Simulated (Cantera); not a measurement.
A freely propagating, adiabatic, planar premixed flame of H2 : O2 : N2 : H2O = 1 : 0.746 : 2.81 : 0.15 (molar parts), equivalence ratio 0.67, unburnt at 475 K and 375 Torr; mixture-averaged transport, grid criteria slope 0.08 and curve 0.16, no radiation.

Model: the H2/O2 subset of GRI-Mech 3.0, which has no nitrogen chemistry, integrated in Cantera. Burning velocities carry a grid error of a few per cent, more on coarse grids. Lean hydrogen flames are cellular in practice and burn faster than this planar one.

Problem. Predict: laminar burning velocity; thermal thickness; peak x(H); peak x(H2O2); peak x(O).

Solution. 
```json
{
  "laminar_burning_velocity": "286 cm/s",
  "thermal_thickness": "0.938 mm",
  "peak x(H)": "0.0253",
  "peak x(H2O2)": "2.88e-5",
  "peak x(O)": "0.0105"
}
```
